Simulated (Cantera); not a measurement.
A closed system holds: 1 mol V₂O₃, 0.43 mol H₂, 0.087 mol H₂O, equilibrated at 750 °C and 10000 Pa.

Equilibrium computed with Cantera from the NASA thermochemical tables; the gas is ideal and each condensed phase is pure. Candidate condensed phases: H₂O, V, VO, V₂O₃, V₂O₄, V₂O₅; 12 gas species. Condensed phases not in the tables: the oxides between V₂O₃ and V₂O₅ other than VO₂. Kinetics and transport are ignored.

### Question
What is the equilibrium state?

### Answer
```
Property                                Result
----------------------------------  ----------
x(H₂)                                    0.832
x(H₂O)                                   0.168
n(V₂O₃(s))                            1.00 mol
gas amount                          0.5170 mol
log10 activity of V(s) (absent)          -8.72
log10 activity of V₂O₅(l) (absent)      -12.59
```
